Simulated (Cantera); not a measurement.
Input: 1 mol borazine, 2.2 mol O₂, 98 mol N₂, at 1848.15 K.

Cantera equilibrium calculation (NASA polynomials, part measured and part estimated; ideal gas, pure solids and liquids). Candidate condensed phases: B, BN, B₂O₃, B₃O₃H₃, H₂O; 39 gas species. The feed counts by its element totals alone. Mutual solubility and eutectic melting of coexisting phases are not modelled. Equilibrium is a limit: real reactors are often held back by kinetics, nucleation or transport.

**Question.** Which condensed phases are stable at each of these points (P (Pa)): 10, 46, 220, 1000, 4600, 22000, 100000?

**Answer.** 
| P (Pa) | condensed phases | B condensed (%) |
|---|---|---|
| 10 | gas only | 0.0 |
| 46 | gas only | 0.0 |
| 220 | gas only | 0.0 |
| 1000 | gas only | 0.0 |
| 4600 | gas only | 0.0 |
| 22000 | gas only | 0.0 |
| 100000 | BN(s) + B₂O₃(l) | 32.3 |

From 10.0 Pa to 0.220 bar nothing is condensed. At 1.00 bar the condensed part is BN(s) + B₂O₃(l).
